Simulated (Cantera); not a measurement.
Input: 1 mol CO, 1.8 mol CO₂, at 2223.15 K and 22.0 mbar.

Cantera equilibrium calculation (NASA polynomials, part measured and part estimated; ideal gas, pure solids and liquids). Candidate condensed phases: C; 12 gas species. Kinetics and transport are ignored.

Base state: CO₂ 0.623, CO 0.369, O₂ 0.00645, O 0.00169 (mole fractions); condensed: gas only.

What changes in the equilibrium state with this change: CO₂ from 1.8 to 4.1 mol?


```json
[
 {"species": "CO₂", "before": "0.623", "after": "0.737"},
 {"species": "CO", "before": "0.369", "after": "0.238"},
 {"species": "O₂", "before": "0.00645", "after": "0.0217"},
 {"species": "O", "before": "0.00169", "after": "0.00311"}
]
```

What changes in the equilibrium state with this change: temperature from 2223.15 K to 2200 K?


```tsv
species	before	after
CO₂	0.623	0.628
CO	0.369	0.366
O₂	0.00645	0.00486
O	0.00169	0.00127
```

What changes in the equilibrium state with this change: pressure from 22.0 mbar to 24.0 Pa?


```
species   before   after
-------  -------  ------
CO         0.369   0.529
CO₂        0.623   0.332
O₂       0.00645  0.0818
O        0.00169  0.0577
```
